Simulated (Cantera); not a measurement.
A closed system holds: 1 mol Si₃N₄, 1.1 mol H₂, at 2.50 mbar.

Cantera equilibrium calculation (NASA polynomials, part measured and part estimated; ideal gas, pure solids and liquids). Candidate condensed phases: Si, Si₃N₄; 18 gas species. Mutual solubility and eutectic melting of coexisting phases are not modelled. The tables' values for SiN are old estimates; treat these amounts as uncertain. Gases not in the tables: Si₂H₆ and higher silanes. Equilibrium is a limit: real reactors are often held back by kinetics, nucleation or transport.

log p: log10 of the partial pressure in bar; n: condensed amount in mol.

| T (K) | log p H₂ | log p N₂ | log p Si | log p H | log p SiH | n Si₃N₄(s) | n Si(s) | n Si(l) |
|---|---|---|---|---|---|---|---|---|
| 823 | -2.60 | -13.35 | <-14 | -12.44 | <-14 | 1.00 | 0 | 0 |
| 923 | -2.60 | -12.10 | <-14 | -10.91 | <-14 | 1.00 | 0 | 0 |
| 1023 | -2.60 | -10.35 | <-14 | -9.68 | <-14 | 1.00 | 0 | 0 |
| 1123 | -2.60 | -8.65 | -13.19 | -8.67 | ? | 1.00 | 0 | 0 |
| 1223 | -2.60 | -7.24 | -11.49 | -7.82 | ? | 1.000 | 0 | 0 |
| 1323 | -2.60 | -6.04 | -10.05 | -7.10 | ? | 1.000 | 0.000596 | 0 |
| 1423 | -2.60 | -5.02 | -8.82 | -6.48 | ? | 0.998 | 0.00634 | 0 |
| 1523 | -2.62 | -4.13 | -7.74 | -5.94 | ? | 0.983 | 0.0503 | 0 |
| 1623 | -2.69 | -3.35 | -6.81 | -5.50 | ? | 0.882 | 0.355 | 0 |
| 1723 | -3.05 | -2.79 | -6.01 | -5.27 | ? | 0 | 0 | 3.00 |
| 1823 | -3.06 | -2.79 | -5.35 | -4.89 | ? | 0 | 0 | 2.99 |
| 1923 | -3.06 | -2.80 | -4.77 | -4.56 | ? | 0 | 0 | 2.98 |
| 2023 | -3.08 | -2.81 | -4.24 | -4.26 | ? | 0 | 0 | 2.92 |

Task: Complete the blanks.

Result: 
- 1123, log p SiH: -13.09
- 1223, log p SiH: -11.68
- 1323, log p SiH: -10.49
- 1423, log p SiH: -9.47
- 1523, log p SiH: -8.59
- 1623, log p SiH: -7.85
- 1723, log p SiH: -7.38
- 1823, log p SiH: -6.85
- 1923, log p SiH: -6.39
- 2023, log p SiH: -5.98
